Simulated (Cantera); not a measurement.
Charge: 1 mol Si, 0.01 mol O2, 4.1 mol H2, held at 1000 °C and 133 Pa.

Cantera equilibrium calculation (NASA polynomials, part measured and part estimated; ideal gas, pure solids and liquids). Candidate condensed phases: H2O, Si, SiO2; 18 gas species. Mutual solubility and eutectic melting of coexisting phases are not modelled. The tables hold silica as quartz up to 1696 K and as liquid above; real silica turns to tridymite and cristobalite and melts near 1996 K. The numbers say what is thermodynamically allowed, not how fast it happens.

Base state: H2 0.997, SiO 0.00292, H 1.95e-5 (mole fractions); condensed: Si(s) + SiO2(β-quartz).

Problem. What changes in the equilibrium state with this change: temperature from 1000 °C to 477 °C?

Solution. 
```json
[
 {"species": "H2", "before": "0.997", "after": "1.00"},
 {"species": "SiO", "before": "0.00292", "after": "<1e-9"},
 {"species": "H", "before": "1.95e-5", "after": "<1e-9"},
 {"species": "Si(s), mol", "before": "0.984", "after": "0.990"},
 {"species": "SiO2(β-quartz), mol", "before": "0.00399", "after": "0"},
 {"species": "SiO2(α-quartz), mol", "before": "0", "after": "0.0100"}
]
```

Problem. What changes in the equilibrium state with this change: pressure from 133 Pa to 32000 Pa?

Solution. 
```tsv
species	before	after
H2	0.997	1.000
SiO	0.00292	1.22e-5
H	1.95e-5	1.26e-6
Si(s), mol	0.984	0.990
SiO2(β-quartz), mol	0.00399	0.00997
```

Problem. What changes in the equilibrium state with this change: 0.46 mol HCl added?

Solution. 
```tsv
species	before	after
H2	0.997	0.912
HCl	0	0.0703
SiCl2	0	0.0140
SiCl3	0	0.000530
SiCl4	0	0.000131
SiHCl3	0	6.81e-5
H	1.95e-5	1.87e-5
Si(s), mol	0.984	0.916
SiO2(β-quartz), mol	0.00399	0.00332
```
The tables' values for SiCl3 are old estimates; treat these amounts as uncertain.
